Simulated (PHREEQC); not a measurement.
Solution (25 °C): 0.024 mol/kgw NH4HF2, 5.5e-05 mol/kgw (NH4)2SiF6 and 0.002 mol/kgw H2SO4. Closed to the air; pH follows from the charge balance.

Computed with PHREEQC (ion-association model, wateq4f.dat).

```
quantity              before    after
-------------------  -------  -------
pH                      3.04     3.40
F- (mol/kgw)          0.0194   0.0186
HF2- (mol/kgw)       0.00169  0.00202
SO4-2 (mol/kgw)      0.00163  0.00161
SI of Quartz (SiO2)    -7.88    -5.24
```

Task: What was changed between the two runs?
A) temperature from 25 to 75 °C
B) diluted 5-fold with water
C) H2SO4 from 0.002 to 0.004 mol/kgw
D) 0.00031 mol/kgw NH3 added
E) temperature from 25 to 30 °C

Result: A, temperature from 25 to 75 °C

Precipitation was switched off in this run. wateq4f.dat counts part of the HF as a dimer, H2F2, which phreeqc.dat doesn't know; its constant is uncertain. At this temperature some constants are extrapolated from 25 °C, and those without enthalpy data are left unchanged. SiF6-2 is the database's only silicon fluoride.
